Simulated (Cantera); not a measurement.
Input (Python, Cantera):

```python
import numpy as np
import cantera as ct

gas = ct.Solution("gri30.yaml")
gas.TPX = 1500, 76000, {'CO': 1, 'H2': 0.062, 'O2': 1.44, 'N2': 6.03}
reactor = ct.IdealGasReactor(gas, energy="on", clone=False)
net = ct.ReactorNet([reactor])
net.rtol, net.atol = 1e-08, 1e-16
show = ['CO', 'H2', 'O2', 'H2O', 'CO2']
times = np.geomspace(3e-06, 10, 16)

steps = ct.SolutionArray(gas, extra=["t"])
rows = []
print(f"{'t/s':>10s}{'T/K':>9s}{'P/Pa':>11s}" + "".join(f"{s:>11s}" for s in show))
for t in times:
    while net.time < t:
        t_next = net.step()
        steps.append(gas.state, t=t_next)
    rows.append([np.interp(t, steps.t, y) for y in (steps.T, steps.P, *steps(*show).X.T)])
    print(f"{t:10.3e}{rows[-1][0]:9.1f}{rows[-1][1]:11.4g}" + "".join(f"{x:11.3e}" for x in rows[-1][2:]))
rate = np.gradient(steps.T, steps.t)
print("integrator steps:", len(steps.t))
if steps.T.max() > steps.T[0] + 200:
    print(f"time of steepest temperature rise: {steps.t[rate.argmax()]:.4e} s")
gas.TPX = 1500, 76000, {'CO': 1, 'H2': 0.062, 'O2': 1.44, 'N2': 6.03}
gas.equilibrate("UV")
print(f"equilibrium (UV): T = {gas.T:.1f} K  " + "  ".join(f"{s} {gas[s].X[0]:.3e}" for s in show))
```

Output:

```
       t/s      T/K       P/Pa         CO         H2         O2        H2O        CO2
 3.000e-06   1500.0    7.6e+04  1.172e-01  7.267e-03  1.688e-01  4.331e-09  1.054e-07
 8.165e-06   1500.0    7.6e+04  1.172e-01  7.267e-03  1.688e-01  7.669e-08  3.834e-07
 2.222e-05   1500.0    7.6e+04  1.172e-01  7.262e-03  1.688e-01  2.385e-06  4.161e-06
 6.049e-05   1503.4  7.616e+04  1.153e-01  5.158e-03  1.657e-01  1.239e-03  1.919e-03
 1.646e-04   1684.2  8.466e+04  7.446e-02  3.187e-04  1.318e-01  3.654e-03  4.367e-02
 4.481e-04   2085.2  1.026e+05  3.756e-02  3.313e-04  1.165e-01  3.808e-03  8.318e-02
 1.220e-03   2369.3  1.146e+05  2.167e-02  1.860e-04  1.164e-01  5.208e-03  1.011e-01
 3.320e-03   2492.9  1.196e+05  1.237e-02  1.059e-04  1.140e-01  5.923e-03  1.114e-01
 9.036e-03   2494.9  1.196e+05  1.120e-02  9.712e-05  1.115e-01  6.036e-03  1.127e-01
 2.460e-02   2485.1  1.191e+05  1.078e-02  9.445e-05  1.087e-01  6.096e-03  1.132e-01
 6.694e-02   2481.6  1.189e+05  1.064e-02  9.354e-05  1.077e-01  6.116e-03  1.133e-01
 1.822e-01   2481.5  1.189e+05  1.064e-02  9.351e-05  1.077e-01  6.117e-03  1.133e-01
 4.959e-01   2481.5  1.189e+05  1.064e-02  9.351e-05  1.077e-01  6.117e-03  1.133e-01
 1.350e+00   2481.5  1.189e+05  1.064e-02  9.351e-05  1.077e-01  6.117e-03  1.133e-01
 3.674e+00   2481.5  1.189e+05  1.064e-02  9.351e-05  1.077e-01  6.117e-03  1.133e-01
 1.000e+01   2481.5  1.189e+05  1.064e-02  9.351e-05  1.077e-01  6.117e-03  1.133e-01
integrator steps: 1396
time of steepest temperature rise: 1.7229e-04 s
equilibrium (UV): T = 2481.5 K  CO 1.064e-02  H2 9.351e-05  O2 1.077e-01  H2O 6.117e-03  CO2 1.133e-01
```

Cantera simulation using GRI-Mech 3.0 (53 species, 325 reactions); the numbers are that mechanism's predictions, not measurements.
